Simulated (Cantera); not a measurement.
Charge: 1 mol c-C4F8, 0.084 mol HCl, 0.094 mol H2, at 2073 K and 6.00 Torr.

Cantera equilibrium calculation (NASA polynomials, part measured and part estimated; ideal gas, pure solids and liquids). Candidate condensed phases: C, C6H6, C7H8, C8H18; 118 gas species. The feed counts by its element totals alone. Gases not in the tables: C2F6 and larger saturated fluorocarbons. Equilibrium is a limit: real reactors are often held back by kinetics, nucleation or transport.

Base state: CF4 0.609, CF2 0.174, HF 0.102, F 0.0730, Cl 0.0312, CF3 0.0108, CF 0.000479, CClF3 7.58e-5 (mole fractions); condensed: C(graphite).

**Question.** What changes in the equilibrium state with this change: temperature from 2073 K to 1748 K?

**Answer.** 
```csv
species,before,after
CF4,0.609,0.832
HF,0.102,0.118
Cl,0.0312,0.0354
CF2,0.174,0.0103
F,0.0730,0.00258
CF3,0.0108,0.00120
CF,0.000479,2.86e-6
Cl2,8.37e-6,0.000166
"C(graphite), mol",1.88,2.06
```
